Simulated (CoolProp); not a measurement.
Computed with CoolProp (reference Helmholtz-energy equation of state, Thol 2022).

### Question
For vinyl chloride, give the phase and the Z, cv (kJ/(kg K)), fugacity coefficient at 430 K and 0.56 MPa; 430 K and 1.12 MPa; 430 K and 1.49 MPa.

### Answer
- 430 K and 0.56 MPa: gas; Z 0.968, cv 0.964, fugacity coefficient 0.969
- 430 K and 1.12 MPa: gas; Z 0.934, cv 0.973, fugacity coefficient 0.938
- 430 K and 1.49 MPa: gas; Z 0.911, cv 0.979, fugacity coefficient 0.918
